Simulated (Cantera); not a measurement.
Feed: 1 mol SiO₂, 0.016 mol C, 0.34 mol H₂, at 4.10 mbar.

Cantera equilibrium calculation (NASA polynomials, part measured and part estimated; ideal gas, pure solids and liquids). Candidate condensed phases: C, C₆H₆, C₇H₈, C₈H₁₈, H₂O, Si, SiC, SiO₂; 123 gas species. Mutual solubility and eutectic melting of coexisting phases are not modelled. The tables hold silica as quartz up to 1696 K and as liquid above; real silica turns to tridymite and cristobalite and melts near 1996 K. Equilibrium is a limit: real reactors are often held back by kinetics, nucleation or transport.

x: gas mole fraction; n: condensed amount in mol.

```
T (°C)   x H₂   x SiO    x CO     x H₂O  n SiC(s)  n SiO₂(β-quartz)  n SiO₂(condensed)
------  -----  ------  ------  --------  --------  ----------------  -----------------
1177    0.949  0.0156  0.0350   5.70e-6   0.00348             0.991                  0
1202    0.931       ?       ?         ?         ?             0.988                  0
1227    0.914  0.0430  0.0430   8.88e-6         0             0.984                  0
1252    0.914  0.0430  0.0430         ?         0             0.984                  0
1277    0.913  0.0430  0.0430   3.59e-5         0             0.984                  0
1302    0.913  0.0431  0.0430   6.97e-5         0             0.984                  0
1327    0.913  0.0431  0.0430  0.000132         0             0.984                  0
1352    0.912  0.0432  0.0430  0.000246         0             0.984                  0
1377    0.912  0.0434  0.0430  0.000448         0             0.984                  0
1402    0.911  0.0437  0.0429  0.000797         0             0.984                  0
1427    0.909  0.0443  0.0429   0.00138         0                 0              0.983
1452    0.907  0.0452  0.0428   0.00232         0                 0              0.983
1477    0.903  0.0466  0.0427   0.00380         0                 0              0.983
```

Complete the blanks.


- 1202, x SiO: 0.0294
- 1202, x CO: 0.0390
- 1202, x H₂O: 6.35e-6
- 1202, n SiC(s): 0.00176
- 1252, x H₂O: 1.81e-5
